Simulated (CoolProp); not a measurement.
The numbers come from the reference Helmholtz-energy equation of state, Kamei 1995 in CoolProp.

Problem. For R22, give the phase and the Joule-Thomson coefficient (K/MPa), isothermal compressibility (1/MPa), expansivity (1/kK) at 55.75 °C and 1.5 MPa; 55.75 °C and 6.74 MPa.

Solution. 
- 55.75 °C and 1.5 MPa: gas; Joule-Thomson coefficient 18.3, isothermal compressibility 0.842, expansivity 5.90
- 55.75 °C and 6.74 MPa: liquid; Joule-Thomson coefficient 0.217, isothermal compressibility 0.00789, expansivity 4.00
